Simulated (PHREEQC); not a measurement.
A solution holds 21 mmol/kgw KOH and 0.3 mmol/kgw Na2SiO3, at 20 °C. Closed to the air; pH follows from the charge balance.

The numbers come from PHREEQC with the Pitzer model, pitzer.dat.

Precipitation was switched off in this run.

Task: Estimate the pH, specific conductance.

Result: pH 12.43; specific conductance 4660 µS/cm.

Task: In which forms is Si present?

Result: H3SiO4- 82 %, H2SiO4-2 18 % of the Si.

Species that the database lacks are ignored.
